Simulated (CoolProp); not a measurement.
The numbers come from the reference Helmholtz-energy equation of state, Guder 2009 in CoolProp.

Task: Give the vapour pressure (kPa), liquid density (kg/m³), vapour density (kg/m³), enthalpy of vaporisation (kJ/kg) of saturated sulfur hexafluoride at 37.35 °C.

Result: 
| T (°C) | p (kPa) | liquid density (kg/m³) | vapour density (kg/m³) | enthalpy of vaporisation (kJ/kg) |
|---|---|---|---|---|
| 37.35 | 3130 | 1170 | 352 | 42.9 |
